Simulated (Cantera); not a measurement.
Cantera run, input and output.

```python
import numpy as np
import cantera as ct

gas = ct.Solution("gri30.yaml")
gas.TPX = 1725, 38, {'CH4': 1, 'H2': 15}
reactor = ct.IdealGasConstPressureReactor(gas, energy="off", clone=False)
net = ct.ReactorNet([reactor])
net.rtol, net.atol = 1e-08, 1e-18
show = ['CH4', 'H2', 'C2H6', 'H', 'CH2', 'C2H']
times = np.geomspace(6e-06, 10, 11)

steps = ct.SolutionArray(gas, extra=["t"])
rows = []
print(f"{'t/s':>10s}{'T/K':>9s}{'P/Pa':>11s}" + "".join(f"{s:>11s}" for s in show))
for t in times:
    while net.time < t:
        t_next = net.step()
        steps.append(gas.state, t=t_next)
    rows.append([np.interp(t, steps.t, y) for y in (steps.T, steps.P, *steps(*show).X.T)])
    print(f"{t:10.3e}{rows[-1][0]:9.1f}{rows[-1][1]:11.4g}" + "".join(f"{x:11.3e}" for x in rows[-1][2:]))
rate = np.gradient(steps.T, steps.t)
print("integrator steps:", len(steps.t))
if steps.T.max() > steps.T[0] + 200:
    print(f"time of steepest temperature rise: {steps.t[rate.argmax()]:.4e} s")
gas.TPX = 1725, 38, {'CH4': 1, 'H2': 15}
gas.equilibrate("TP")
print(f"equilibrium (TP): T = {gas.T:.1f} K  " + "  ".join(f"{s} {gas[s].X[0]:.3e}" for s in show))
```

Result:

```
       t/s      T/K       P/Pa        CH4         H2       C2H6          H        CH2        C2H
 6.000e-06   1725.0         38  6.250e-02  9.375e-01  8.486e-22  4.630e-09  1.847e-18  8.640e-37
 2.514e-05   1725.0         38  6.250e-02  9.375e-01  6.493e-20  1.936e-08  4.523e-17  1.032e-33
 1.053e-04   1725.0         38  6.250e-02  9.375e-01  6.620e-18  8.046e-08  1.080e-15  1.015e-30
 4.413e-04   1725.0         38  6.250e-02  9.375e-01  1.052e-15  3.277e-07  2.675e-14  1.483e-27
 1.849e-03   1725.0         38  6.250e-02  9.375e-01  1.927e-13  1.290e-06  8.536e-13  4.889e-24
 7.746e-03   1725.0         38  6.249e-02  9.375e-01  2.270e-11  5.168e-06  2.750e-11  1.280e-20
 3.245e-02   1725.0         38  6.247e-02  9.375e-01  1.301e-09  2.139e-05  6.261e-10  2.196e-17
 1.360e-01   1725.0         38  6.237e-02  9.374e-01  3.606e-08  8.948e-05  1.153e-08  3.517e-14
 5.697e-01   1725.0         38  6.182e-02  9.372e-01  5.947e-07  3.808e-04  1.927e-07  6.158e-11
 2.387e+00   1725.0         38  5.313e-02  9.402e-01  3.472e-06  1.440e-03  1.875e-06  3.167e-08
 1.000e+01   1725.0         38  2.087e-02  9.570e-01  8.352e-07  2.104e-03  1.710e-06  2.627e-07
integrator steps: 561
equilibrium (TP): T = 1725.0 K  CH4 6.326e-06  H2 9.613e-01  C2H6 3.044e-13  H 9.408e-03  CH2 1.295e-08  C2H 1.797e-06
```

Cantera simulation using GRI-Mech 3.0 (53 species, 325 reactions); the numbers are that mechanism's predictions, not measurements. GRI-Mech 3.0 stops at C3 and has no aromatics, soot or wall deposition, so with more carbon than oxygen in the feed, carbon stays in small species such as C2H2 where larger ones or solid carbon would form. Radical loss at walls, strong at low pressure, is not modelled.
